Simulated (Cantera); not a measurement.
Input (Python, Cantera):

```python
import numpy as np
import cantera as ct

gas = ct.Solution("gri30.yaml")
gas.TPX = 675, 25000, {'CH4': 1, 'O2': 1.67, 'N2': 6.27}
inlet = ct.Reservoir(gas, clone=True)
gas.equilibrate("HP")  # start burning
reactor = ct.IdealGasConstPressureReactor(gas, energy="on", clone=False)
exhaust = ct.Reservoir(gas, clone=True)
tau = [0.21, 0.097, 0.045, 0.021, 0.0097, 0.0045, 0.0021, 0.00097, 0.00045, 0.00021, 9.7e-05, 4.5e-05][0]
for a, b in ((inlet, reactor), (reactor, exhaust)):
    ct.MassFlowController(a, b, mdot=lambda t: reactor.mass / tau)
net = ct.ReactorNet([reactor])
show = ['CH4', 'O2', 'CH2O', 'C2H6', 'CH2CO', 'CH3']

rows = []
print(f"{'tau/s':>10s}{'T/K':>9s}" + "".join(f"{s:>11s}" for s in show))
for tau in [0.21, 0.097, 0.045, 0.021, 0.0097, 0.0045, 0.0021, 0.00097, 0.00045, 0.00021, 9.7e-05, 4.5e-05]:
    net.initial_time = 0.0
    net.advance(30 * tau)
    before = gas.X
    net.advance(40 * tau)
    drift = np.max(np.abs(gas.X - before) / (gas.X + 1e-9))
    rows.append([gas.T, *gas[show].X, drift])
    print(f"{tau:10.3e}{gas.T:9.1f}" + "".join(f"{x:11.3e}" for x in gas[show].X))
```

It prints:

```
     tau/s      T/K        CH4         O2       CH2O       C2H6      CH2CO        CH3
 2.100e-01   2319.8  3.125e-06  1.879e-03  4.160e-07  6.940e-13  1.100e-09  2.591e-06
 9.700e-02   2303.3  5.714e-06  2.371e-03  7.647e-07  2.252e-12  1.893e-09  4.636e-06
 4.500e-02   2278.4  1.010e-05  3.126e-03  1.343e-06  6.712e-12  3.073e-09  7.898e-06
 2.100e-02   2245.2  1.772e-05  4.152e-03  2.307e-06  1.953e-11  4.966e-09  1.317e-05
 9.700e-03   2204.9  3.212e-05  5.412e-03  4.042e-06  6.062e-11  8.742e-09  2.243e-05
 4.500e-03   2162.8  6.051e-05  6.788e-03  7.328e-06  2.062e-10  1.806e-08  3.963e-05
 2.100e-03   2123.7  1.193e-04  8.255e-03  1.392e-05  7.874e-10  4.616e-08  7.365e-05
 9.700e-04   2088.5  2.516e-04  1.008e-02  2.835e-05  3.565e-09  1.520e-07  1.473e-04
 4.500e-04   2052.9  5.712e-04  1.308e-02  6.180e-05  2.005e-08  6.356e-07  3.172e-04
 2.100e-04   1994.5  1.542e-03  2.006e-02  1.539e-04  1.932e-07  3.794e-06  7.879e-04
 9.700e-05    675.0  1.119e-01  1.868e-01 -3.848e-17 -5.886e-17 -3.224e-18  3.918e-16
 4.500e-05    675.0  1.119e-01  1.868e-01 -4.614e-21 -1.352e-20 -7.405e-22  1.849e-16
```

Cantera simulation using GRI-Mech 3.0 (53 species, 325 reactions); the numbers are that mechanism's predictions, not measurements.
